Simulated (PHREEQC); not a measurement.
Solution (45 °C): 0.038 mol/kgw ZnCl2, 0.0013 mol/kgw Na2SO4 and 0.0019 mol/kgw H2SO4. It is in equilibrium with CO2 at log p = -1 (atm). Otherwise closed; pH follows from the charge balance.

Equilibrium calculation in PHREEQC: ion-association model, phreeqc.dat.

No solid was allowed to form.

**Question.** Predict the pH, density.

**Answer.** pH 2.54; density 0.995 g/cm³.

**Question.** In which forms is Cl present?

**Answer.** Cl- 93 %, ZnCl+ 6.4 %, ZnCl2 0.6 % of the Cl.

Away from 25 °C the constants follow the database's enthalpies or fits; those with neither stay at their 25 °C values.
